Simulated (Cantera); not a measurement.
A perfectly stirred reactor is fed with CH₄ : H₂ : N₂ = 0.0024 : 1 : 0.0092 (molar parts), at 113 Torr; it is held at 1650 K, and followed from long to short residence time.

Model: GRI-Mech 3.0 (53 species, 325 reactions), integrated in Cantera. GRI-Mech 3.0 stops at C3 and has no aromatics, soot or wall deposition, so with more carbon than oxygen in the feed, carbon stays in small species such as C2H2 where larger ones or solid carbon would form.

Task: What does this change do: temperature 1650 to 2625 K?

Result: 
| quantity | before | after |
|---|---|---|
| x(CH₄) at τ = 2.70 s | 0.00198 | 3.68e-6 |
| x(H₂) at τ = 2.70 s | 0.988 | 0.887 |
| x(CH₂) at τ = 2.70 s | 2.16e-9 | 1.47e-6 |
| x(C₂H₄) at τ = 2.70 s | 2.18e-6 | 4.95e-8 |
| x(HCN) at τ = 2.70 s | 2.66e-10 | 0.000646 |
| x(CH₄) at τ = 69.0 ms | 0.00236 | 1.65e-5 |
| x(H₂) at τ = 69.0 ms | 0.988 | 0.895 |
| x(CH₂) at τ = 69.0 ms | 1.49e-9 | 5.42e-6 |
| x(C₂H₄) at τ = 69.0 ms | 2.14e-7 | 7.66e-8 |
| x(HCN) at τ = 69.0 ms | 3.58e-12 | 0.000114 |
